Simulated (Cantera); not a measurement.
Input: 1 mol trisilylamine, 5.3 mol NH₃, equilibrated at 1073 K and 12.0 Pa.

Equilibrium computed with Cantera from the NASA thermochemical tables; the gas is ideal and each condensed phase is pure. Candidate condensed phases: Si, Si₃N₄; 18 gas species. The feed counts by its element totals alone. Rates play no part.

Base state: H₂ 0.915, N₂ 0.0846 (mole fractions); condensed: Si₃N₄(s).

Task: What changes in the equilibrium state with this change: temperature from 1073 K to 1723 K?

Result: 
```json
[
 {"species": "H₂", "before": "0.915", "after": "0.778"},
 {"species": "N₂", "before": "0.0846", "after": "0.199"},
 {"species": "H", "before": "1.22e-6", "after": "0.0147"},
 {"species": "Si", "before": "<1e-9", "after": "0.00819"},
 {"species": "SiH", "before": "<1e-9", "after": "0.000114"},
 {"species": "Si₂N", "before": "<1e-9", "after": "3.95e-5"},
 {"species": "Si₂", "before": "<1e-9", "after": "3.88e-5"},
 {"species": "SiN", "before": "<1e-9", "after": "2.25e-5"},
 {"species": "SiH₂", "before": "<1e-9", "after": "1.32e-5"},
 {"species": "Si₃N₄(s), mol", "before": "1.00", "after": "0"},
 {"species": "Si(l), mol", "before": "0", "after": "2.86"}
]
```
The tables' values for SiN are old estimates; treat these amounts as uncertain. Gases not in the tables: Si₂H₆ and higher silanes.
